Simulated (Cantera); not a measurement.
An isothermal, constant-pressure homogeneous reactor starts with N2O : H2 : N2 = 1 : 0.006 : 0.85 (molar parts), at 1400 K and 0.360 bar. Integrator tolerance rtol = 1e-08.

Detailed kinetics in Cantera: GRI-Mech 3.0 (53 species, 325 reactions). GRI-Mech 3.0 was tuned for natural gas; its chemistry of N2O as a main component is partial and can be far from experiment. The temperature is held fixed by assumption; the heat of reaction is taken as removed at once.

```csv
quantity,before,after
x(N2O) at 30.0 s,1.34e-6 (gas-phase equilibrium 2.77e-8),0.212 (gas-phase equilibrium 3.86e-9)
x(H2) at 30.0 s,4.60e-9 (gas-phase equilibrium 4.20e-9),8.50e-10 (gas-phase equilibrium 1.23e-11)
x(NO2) at 30.0 s,0.000277 (gas-phase equilibrium 3.24e-6),0.000119 (gas-phase equilibrium 1.47e-6)
x(N2) at 30.0 s,0.752 (gas-phase equilibrium 0.786),0.650 (gas-phase equilibrium 0.786)
x(H2O2) at 30.0 s,7.20e-11 (gas-phase equilibrium 7.85e-11),7.85e-10 (gas-phase equilibrium 6.35e-12)
x(OH) at 30.0 s,6.10e-6 (gas-phase equilibrium 6.37e-6),1.63e-6 (gas-phase equilibrium 1.41e-7)
```

Problem. Which change was made?
A. temperature 1400 to 1100 K
B. temperature 1400 to 1500 K
C. N2O 1 to 1.5 parts
D. N2 0.85 to 0.17 parts

Solution. A, temperature 1400 to 1100 K
